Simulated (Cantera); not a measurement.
A jet of H2 : O2 : N2 = 0.013 : 0.061 : 0.79 (molar parts) at 300 K and 0.0280 bar hits a platinum plate 5.3 cm away at a mass flux of 0.067 kg/m²/s; the plate temperature is set and raised in steps from an oxygen-covered start.

Computed with Cantera and Deutschmann's 1995 Pt surface mechanism with GRI-Mech 3.0 gas chemistry. Catalytic surfaces can have several steady states; this one follows from the mechanism file's or the stated starting coverage.

x: mole fraction at the wall; θ: surface coverage.

| plate T (K) | wall x H2 | wall x O2 | wall x H2O | wall x OH | θ free Pt | θ O* | θ OH* |
|---|---|---|---|---|---|---|---|
| 700 | 0.00271 | 0.0574 | 0.0237 | <1e-8 | 0.0972 | 0.901 | 0.00152 |
| 750 | 0.00230 | 0.0570 | 0.0244 | <1e-8 | 0.123 | 0.876 | 0.00124 |
| 800 | ___ | 0.0565 | 0.0252 | <1e-8 | ___ | 0.828 | ___ |
| 850 | ___ | 0.0561 | 0.0258 | ___ | ___ | 0.766 | ___ |
| 900 | 0.00113 | 0.0559 | 0.0262 | 4.75e-8 | 0.303 | 0.696 | 0.000834 |

**Question.** Complete the blanks.

**Answer.** 
- 800, wall x H2: 0.00178
- 800, θ free Pt: 0.171
- 800, θ OH*: 0.00108
- 850, wall x H2: 0.00139
- 850, wall x OH: 1.50e-8
- 850, θ free Pt: 0.233
- 850, θ OH*: 0.000955
